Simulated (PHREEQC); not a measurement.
1 kg of water holding 0.011 mol/kgw Na2CO3 and 0.53 mol/kgw KCl is evaporated at 25 °C; the solids stay in contact with the brine. CO2 is held at log p = -3.4 (atm). Solids allowed: Halite, Kalicinite, Nahcolite, Natron, Sylvite, Trona. Others were left out.

All values are PHREEQC results (Pitzer model, pitzer.dat), not measurements.

| water left (kg) | ionic strength | water activity | Sylvite (mol) | Trona (mol) |
|---|---|---|---|---|
| 0.9999 | 0.556 | 0.982 | 0 | 0 |
| 0.8218 | 0.677 | 0.979 | 0 | 0 |
| 0.6754 | 0.825 | 0.974 | 0 | 0 |
| 0.5551 | 1.00 | 0.969 | 0 | 0 |
| 0.4562 | 1.22 | 0.962 | 0 | 0 |
| 0.375 | 1.49 | 0.954 | 0 | 0 |
| 0.3082 | 1.81 | 0.943 | 0 | 0 |
| 0.2082 | 2.69 | 0.916 | 0 | 0 |
| 0.1711 | 3.27 | 0.897 | 0 | 0 |
| 0.1406 | 3.98 | 0.874 | 0 | 0 |
| 0.1156 | 4.85 | 0.845 | 0 | 0 |
| 0.095 | 5.08 | 0.837 | 0.0780 | 0 |
| 0.07806 | 5.15 | 0.836 | 0.159 | 0 |
| 0.06416 | 5.22 | ? | 0.226 | 0 |
| 0.05274 | 5.32 | 0.833 | 0.281 | 0 |
| 0.04334 | 5.43 | 0.831 | ? | 0 |
| 0.03563 | 5.57 | 0.829 | 0.363 | 0 |
| 0.02929 | 5.74 | 0.826 | 0.393 | 0 |
| 0.02407 | 5.95 | 0.822 | 0.419 | 0 |
| 0.01627 | 6.49 | 0.813 | 0.456 | 0 |
| 0.01337 | 6.85 | 0.807 | ? | 0 |
| 0.01099 | 7.28 | 0.800 | 0.482 | 0 |
| 0.009028 | 7.79 | 0.791 | 0.492 | 0 |
| 0.007425 | 8.41 | 0.780 | 0.500 | 0 |
| 0.006092 | 9.16 | 0.768 | 0.506 | 0 |
| 0.004971 | 9.44 | 0.763 | 0.511 | 0.000945 |

**Question.** What belongs in the gaps?

**Answer.** 
- 0.06416, water activity: 0.835
- 0.04334, Sylvite (mol): 0.326
- 0.01337, Sylvite (mol): 0.470
